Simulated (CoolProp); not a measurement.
Carbon dioxide along the isobar 34.8 MPa: density (kg/m³) from the reference equation and from simpler models built on Tc = 304.1 K, pc = 7.377 MPa, ω = 0.224; each cubic takes its own stable root.

The numbers come from the reference Helmholtz-energy equation of state, Span 1996 in CoolProp.

| T (K) | phase | reference | van der Waals | Redlich-Kwong | Soave-Redlich-Kwong | Peng-Robinson |
|---|---|---|---|---|---|---|
| 295.7 | liquid | 994.2 | 714.7 | 922.7 | 926.9 | 1034 |
| 310.8 | supercritical | 942.2 | 694.3 | 877.5 | 873.9 | 971.4 |
| 325.9 | supercritical | 888.2 | 673.5 | 831.5 | 819.0 | 906.1 |
| 341 | supercritical | 832.7 | 652.2 | 785.3 | 763.3 | 839.9 |
| 356.1 | supercritical | 776.4 | 630.6 | 739.4 | 708.1 | 774.5 |
| 371.2 | supercritical | 720.5 | 608.5 | 694.6 | 655.0 | 712.3 |
| 386.2 | supercritical | 667.0 | 586.5 | 651.7 | 605.8 | 655.3 |
| 401.3 | supercritical | 616.9 | 564.2 | 611.0 | 560.9 | 603.8 |
| 416.4 | supercritical | 571.6 | 541.9 | 573.2 | 521.0 | 558.7 |
| 431.5 | supercritical | 531.3 | 520.0 | 538.5 | 486.0 | 519.4 |
